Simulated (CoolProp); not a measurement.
A single-stage vapour-compression cycle with R143a: evaporating at 255.15 K (dew point), condensing at 317.15 K (bubble point), superheat 2 K, subcooling 8 K, compressor efficiency 0.7, no pressure losses. Each further row changes one setting.

Computed with CoolProp (reference Helmholtz-energy equation of state, Lemmon and Jacobsen 2000).

| case | cooling COP | pressure ratio | discharge temperature (K) | refrigerating effect (kJ/kg) | volumetric capacity (kJ/m³) |
|---|---|---|---|---|---|
| as stated | (withheld) | 5.93 | 342.1 | 122 | 1820 |
| evaporating temperature 260.15 K | 2.34 | 4.97 | 339.7 | 125 | 2220 |
| condensing temperature 312.15 K | (withheld) | (withheld) | 336.0 | 131 | 1950 |
| subcooling 13 K | 2.20 | 5.93 | 342.1 | 131 | 1950 |
| superheat 12 K | 2.08 | 5.93 | (withheld) | 132 | 1860 |
| compressor efficiency 0.6 | 1.76 | 5.93 | 349.7 | 122 | 1820 |

Q: Fill in the missing entries.

A: 
- as stated, cooling COP: 2.05
- condensing temperature 312.15 K, cooling COP: 2.35
- condensing temperature 312.15 K, pressure ratio: 5.27
- superheat 12 K, discharge temperature (K): 352.5
